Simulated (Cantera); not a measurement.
Input: 1 mol Cu2O, a varied amount of CH4, 19 mol H2, equilibrated at 725 °C and 0.000140 bar.

These are equilibrium values from Cantera (NASA tables, ideal gas, pure condensed phases), not measurements of a reactor. Candidate condensed phases: C, C6H6, C7H8, C8H18, Cu, CuO, Cu(OH)2, Cu2O, H2O; 113 gas species. Equilibrium is a limit: real reactors are often held back by kinetics, nucleation or transport.

Task: At 2 mol CH4, list the 3 most abundant gas species with their mole fractions, and the condensed phases.

Result: H2 0.958, CO 0.0417, CH4 1.25e-5. Condensed: C(graphite) + Cu(s).
